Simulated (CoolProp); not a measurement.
Model: reference Helmholtz-energy equation of state, Wagner 2002, in CoolProp.

### Question
For water, give the phase and the density (kg/m³), speed of sound (m/s) at 457.85 °C and 33.3 MPa; 457.85 °C and 100 MPa.

### Answer
- 457.85 °C and 33.3 MPa: supercritical; density 170, speed of sound 525
- 457.85 °C and 100 MPa: supercritical; density 601, speed of sound 942
